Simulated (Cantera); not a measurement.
A Cantera script and what it prints.

```python
import numpy as np
import cantera as ct

gas_names = """
    H HNO HNO2 HNO3 HO2 H2 H2O H2O2 N NH NH2 NH3 NH2OH NO NO2 NO3 N2 N2H2 N2H4 N2O O OH O2 O3 Si SiH
    SiH2 SiH3 SiH4 SiN SiO SiO2 Si2 Si2N Si3
""".split()
cond_names = """
    H2O(s) H2O(L) Si(cr) Si(L) SiO2(Lqz) SiO2(hqz) SiO2(L) Si2N2O(s) Si3N4(a)
""".split()


def load(file, names, dense=False):
    # The tables refer to 1 bar. Condensed volumes are neglected.
    table = {s.name: s for s in ct.Species.list_from_file(file)}
    out = []
    for n in names:
        d = dict(table[n].input_data)
        d["thermo"] = dict(d["thermo"], **{"reference-pressure": 1e5})
        if dense:
            d["equation-of-state"] = {"model": "constant-volume", "density": "1e6 g/cm^3"}
        out.append(ct.Species.from_dict(d))
    return out


gas = ct.Solution(thermo="ideal-gas", species=load("nasa_gas.yaml", gas_names))
cond = {s.name: ct.Solution(thermo="fixed-stoichiometry", species=[s], name=s.name)
        for s in load("nasa_condensed.yaml", cond_names, dense=True)}
atoms = {
    'Si': {'Si': 1},
    'N2O': {'N': 2, 'O': 1},
    'H2': {'H': 2},
}
top_T = {'Si2N2O(s)': 2100, 'Si3N4(a)': 2400}  # K; cautious upper limits of use, not melting points


def equilibrate(T, P, feed):
    n = {}
    for name, mol in feed.items():
        for a, k in atoms[name].items():
            n[a] = n.get(a, 0.0) + k * mol
    gas.TPX = T, P, n
    mass = sum(n.values()) * gas.mean_molecular_weight
    gas.equilibrate("TP")
    valid = [c for c in cond.values() if c.min_temp <= T <= top_T.get(c.name, c.max_temp)]
    mix = ct.Mixture([(gas, mass / gas.mean_molecular_weight)] + [(c, 0.0) for c in valid])
    mix.T, mix.P = T, P
    mix.equilibrate("TP", solver="vcs", rtol=1e-11, max_steps=5000)
    return mix


results = []
feed = {'Si': 1, 'N2O': 0.053, 'H2': 22}  # mol
P = 0.43  # Pa
for T in [1198, 1273, 1348, 1423, 1498, 1573, 1648]:
    mix = equilibrate(T, P, feed)
    results.append((T, P, feed, dict(zip(mix.species_names, mix.species_moles))))

top = {s: max(r[3][s] / sum(r[3][g] for g in gas_names) for r in results) for s in gas_names}
cols = sorted((s for s in top if top[s] > 1e-06), key=lambda s: -top[s])[:7]
seen = [c for c in cond_names if any(r[3].get(c, 0) > 1e-12 for r in results)]
print("log10 of partial pressures in bar; condensed amounts in mol")
print(f"{'T/K':>10s}" + "".join(f"{s[:9]:>10s}" for s in cols + seen))
for T, P, feed, n in results:
    ng = sum(n[g] for g in gas_names)
    print(f"{T:10.4g}" + "".join(f"{np.log10(max(n[s] / ng * P / 1e5, 1e-99)):10.3f}" for s in cols)
          + "".join(f"{n.get(c, 0):10.4g}" for c in seen))
```

Result:

```
log10 of partial pressures in bar; condensed amounts in mol
       T/K        H2         H        Si       SiO        N2       SiH       Si2    Si(cr) Si2N2O(s)
      1198    -5.367    -9.404   -11.890    -8.824    -8.824   -13.392   -15.964    0.9017   0.04532
      1273    -5.369    -8.831   -10.744    -7.987    -7.987   -12.443   -14.470    0.9469         0
      1348    -5.369    -8.320    -9.726    -7.987    -7.987   -11.601   -13.145     0.946         0
      1423    -5.370    -7.863    -8.816    -7.988    -7.988   -10.849   -11.961     0.939         0
      1498    -5.373    -7.451    -7.998    -7.990    -7.990   -10.175   -10.898    0.8945         0
      1573    -5.383    -7.082    -7.260    -7.997    -7.997    -9.570    -9.938    0.6546         0
      1648    -5.405    -6.753    -6.766    -8.014    -8.014    -9.204    -9.420         0         0
```

Cantera equilibrium calculation (NASA polynomials, part measured and part estimated; ideal gas, pure solids and liquids). Mutual solubility and eutectic melting of coexisting phases are not modelled.
